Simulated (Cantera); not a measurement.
Charge: 1 mol TiC, 0.12 mol C, a varied amount of H2, held at 2875 K and 59.3 Torr.

Cantera equilibrium calculation (NASA polynomials, part measured and part estimated; ideal gas, pure solids and liquids). Candidate condensed phases: C, C6H6, C7H8, C8H18, Ti, TiC; 77 gas species. TiC: taken at fixed stoichiometry. Kinetics and transport are ignored.

Q: At 3.4 mol H2, list the 6 most abundant gas species with their mole fractions, and the condensed phases.

A: H2 0.674, H 0.309, C2H2 (acetylene) 0.0139, Ti 0.00169, C2H 0.000908, C3 0.000331. Condensed: TiC(s).
